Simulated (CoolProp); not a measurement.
Properties of c-C4F8 (RC318) along the isotherm 364.2 K (Tc = 388.4 K, pc = 2.778 MPa, ω = 0.355).

Values from CoolProp's reference Helmholtz-energy equation of state, Platzer 1990. This equation is an older, rougher fit.

```
p (MPa)  phase  cv (kJ/(kg K))  expansivity (1/kK)  Prandtl number
-------  -----  --------------  ------------------  --------------
0.139      gas               ?               2.949           0.751
0.278      gas          0.8426               3.182               ?
0.417      gas          0.8453               3.451           0.760
0.556      gas          0.8483               3.767               ?
0.694      gas          0.8518               4.140           0.775
0.833      gas          0.8557                   ?           0.785
0.972      gas               ?               5.155           0.797
1.11       gas               ?               5.862           0.812
1.25       gas          0.8717                   ?               ?
1.39       gas          0.8791               8.122           0.859
```

### Question
Complete the blanks.

### Answer

- 0.139, cv (kJ/(kg K)): 0.8402
- 0.278, Prandtl number: 0.755
- 0.556, Prandtl number: 0.767
- 0.833, expansivity (1/kK): 4.594
- 0.972, cv (kJ/(kg K)): 0.8603
- 1.11, cv (kJ/(kg K)): 0.8655
- 1.25, expansivity (1/kK): 6.807
- 1.25, Prandtl number: 0.832

Viscosity comes from a separate model (Huber 2003), an estimate that may be off by 10 % or more. Thermal conductivity comes from a separate model (Huber 2003), an estimate that may be off by 10 % or more.
